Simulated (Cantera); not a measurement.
Charge: 1 mol HMDSO, 0.31 mol H₂O, 46 mol H₂, at 1475 K and 1330 Pa.

Cantera equilibrium calculation (NASA polynomials, part measured and part estimated; ideal gas, pure solids and liquids). Candidate condensed phases: C, C₆H₆, C₇H₈, C₈H₁₈, H₂O, Si, SiC, SiO₂; 123 gas species. The feed counts by its element totals alone. The numbers say what is thermodynamically allowed, not how fast it happens.

Base state: H₂ 0.977, CO 0.0231, H 0.000111, SiO 4.07e-5, CH₄ 3.70e-5 (mole fractions); condensed: C(graphite) + SiC(s).

Question: What changes in the equilibrium state with this change: temperature from 1475 K to 1900 K?

Answer: 
```tsv
species	before	after
H₂	0.977	0.970
CO	0.0231	0.0229
H	0.000111	0.00677
C₂H₂ (acetylene)	6.51e-6	0.000370
SiO	4.07e-5	0.000167
Si	2.85e-9	3.51e-5
CH₄	3.70e-5	7.05e-6
C(graphite), mol	2.69	2.67
SiC(s), mol	2.00	1.99
```
